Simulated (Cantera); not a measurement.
Input (Python, Cantera) and output of one run.

```python
import numpy as np
import cantera as ct

gas_names = """
    B BH BH2 BH3 B2 H H2
""".split()
cond_names = """
    B(b) B(L)
""".split()


# ... load() reads the species with a 1 bar reference pressure and builds the phases ...
atoms = {
    'B2H6': {'B': 2, 'H': 6},
    'H2': {'H': 2},
}
top_T = {}  # K; cautious upper limits of use, not melting points


# ... equilibrate(T, P, feed) seeds the gas with the atoms and calls Mixture.equilibrate('TP', solver="vcs", rtol=1e-11, max_steps=5000) ...
results = []
feed = {'B2H6': 1, 'H2': 17}  # mol
T = 2423  # K
P = 12  # Pa
mix = equilibrate(T, P, feed)
results.append((T, P, feed, dict(zip(mix.species_names, mix.species_moles))))
print(gas.report(threshold=1e-05))
for i in range(1, mix.n_phases):
    print(f"{mix.phase(i).name:16s} {mix.phase_moles(i):12.5e} mol")
```

Output:

```
       temperature   2423 K
          pressure   12 Pa
           density   1.0604e-06 kg/m^3
  mean mol. weight   1.7802 kg/kmol
   phase of matter   gas

                          1 kg             1 kmol
                     ---------------   ---------------
          enthalpy        1.3571e+08        2.4159e+08  J
   internal energy         1.244e+08        2.2145e+08  J
           entropy        1.3997e+05        2.4916e+05  J/K
    Gibbs function       -2.0343e+08       -3.6213e+08  J
 heat capacity c_p             13391             23838  J/K
 heat capacity c_v            8720.2             15523  J/K

                      mass frac. Y      mole frac. X     chem. pot. / RT
                     ---------------   ---------------   ---------------
                 B           0.34726          0.057185           -5.5928
                BH          0.001198        0.00018045            -20.95
               BH2        0.00080278        0.00011142           -36.306
                 H           0.41667           0.73585           -15.357
                H2           0.23405           0.20667           -30.713
     [   +2 minor]        1.6569e-05        1.3694e-06

B(L)              0.00000e+00 mol
```

Method: chemical equilibrium by Gibbs-energy minimisation in Cantera with the NASA 1993 tables (ideal gas, pure condensed phases). The feed counts by its element totals alone. The tables' values for BH2 are old estimates; treat these amounts as uncertain.
